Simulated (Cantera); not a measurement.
What does this Cantera script print?

```python
import numpy as np
import cantera as ct

gas_names = """
    Ca CaF CaF2 CaO CaOH CaO2H2 Ca2 F FO FO2 F2 F2O H HF HOF HO2 H2 H2F2 H2O H2O2 H3F3 H4F4 H5F5 H6F6
    H7F7 O OH O2 O3
""".split()
cond_names = """
    Ca(a) Ca(b) Ca(L) CaF2(a) CaF2(b) CaF2(L) CaO(s) CaO(L) CaO2H2(s) H2O(s) H2O(L)
""".split()


# ... load() reads the species with a 1 bar reference pressure and builds the phases ...
atoms = {
    'CaO': {'Ca': 1, 'O': 1},
    'F2': {'F': 2},
    'H2': {'H': 2},
}
top_T = {}  # K; cautious upper limits of use, not melting points


# ... equilibrate(T, P, feed) seeds the gas with the atoms and calls Mixture.equilibrate('TP', solver="vcs", rtol=1e-11, max_steps=5000) ...
results = []
feed = {'CaO': 1, 'F2': 15, 'H2': 2.7}  # mol
P = 74  # Pa
for T in [1175, 1250, 1325, 1400, 1475, 1550, 1625]:
    mix = equilibrate(T, P, feed)
    results.append((T, P, feed, dict(zip(mix.species_names, mix.species_moles))))
    x = sorted(zip(gas.X, gas.species_names), reverse=True)
    print(f"T = {T:g} K  P = {P:g} Pa  gas = {mix.phase_moles(0):.4g} mol")
    print("   x: " + "  ".join(f"{s} {v:.3e}" for v, s in x if v > 0.0001))
    print("   condensed (mol): " + ("  ".join(f"{mix.phase(i).name} {mix.phase_moles(i):.4g}"
          for i in range(1, mix.n_phases) if mix.phase_moles(i) > 1e-12) or "none"))
```

Output:

```
T = 1175 K  P = 74 Pa  gas = 28.43 mol
   x: F 7.900e-01  HF 1.899e-01  O2 1.759e-02  F2 2.486e-03
   condensed (mol): CaF2(a) 1
T = 1250 K  P = 74 Pa  gas = 28.47 mol
   x: F 7.919e-01  HF 1.896e-01  O2 1.756e-02  F2 9.019e-04
   condensed (mol): CaF2(a) 0.9999
T = 1325 K  P = 74 Pa  gas = 28.49 mol
   x: F 7.925e-01  HF 1.895e-01  O2 1.755e-02  F2 3.654e-04
   condensed (mol): CaF2(a) 0.9989
T = 1400 K  P = 74 Pa  gas = 28.5 mol
   x: F 7.926e-01  HF 1.894e-01  O2 1.754e-02  CaF2 2.944e-04  F2 1.626e-04
   condensed (mol): CaF2(a) 0.9916
T = 1475 K  P = 74 Pa  gas = 28.55 mol
   x: F 7.915e-01  HF 1.892e-01  O2 1.751e-02  CaF2 1.716e-03
   condensed (mol): CaF2(b) 0.951
T = 1550 K  P = 74 Pa  gas = 28.74 mol
   x: F 7.864e-01  HF 1.879e-01  O2 1.738e-02  CaF2 8.217e-03
   condensed (mol): CaF2(b) 0.7639
T = 1625 K  P = 74 Pa  gas = 29.49 mol
   x: F 7.664e-01  HF 1.831e-01  CaF2 3.346e-02  O2 1.691e-02
   condensed (mol): CaF2(b) 0.01343
```

Cantera equilibrium calculation (NASA polynomials, part measured and part estimated; ideal gas, pure solids and liquids).
